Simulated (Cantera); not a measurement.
Stirred combustor or abatement burner

A perfectly stirred reactor is fed with 9.78 % CH4, 1.76 % H2, 18.6 % O2, 69.9 % N2, at 500000 Pa; it is adiabatic with a 350 K inlet, and is followed from long to short residence time, starting on the burning branch (τ in s: 0.024, 0.0093, 0.0036, 0.0014, 0.00053, 0.0002, 7.8e-05, 3e-05, 1.2e-05, 4.5e-06).

Computed with Cantera and GRI-Mech 3.0 (53 species, 325 reactions).

```
τ (s)    T (K)     x CH4    x H2      x O2    x HO2    x N2O      x NO
-------  -----  --------  ------  --------  -------  -------  --------
0.024     2257   1.30e-5  0.0129  0.000464  2.28e-7  6.95e-8  0.000382
0.0093    2248   2.21e-5  0.0132  0.000792  4.38e-7  9.14e-8  0.000394
0.0036    2234   3.70e-5  0.0136   0.00138  8.83e-7  1.21e-7  0.000397
0.0014    2213   6.33e-5  0.0144   0.00236  1.76e-6  1.55e-7  0.000382
0.00053   2181  0.000116  0.0155   0.00396  3.47e-6  1.87e-7  0.000340
0.00020   2135  0.000233  0.0170   0.00648  6.71e-6  2.09e-7  0.000270
7.8e-5    2074  0.000526  0.0187    0.0105  1.30e-5  2.16e-7  0.000185
3.0e-5     350    0.0978  0.0176     0.186   <1e-12   <1e-12    <1e-12
1.2e-5     350    0.0978  0.0176     0.186   <1e-12   <1e-12    <1e-12
4.5e-6     350    0.0978  0.0176     0.186   <1e-12   <1e-12    <1e-12
```
x: mole fraction; the columns are a selection and need not sum to one.
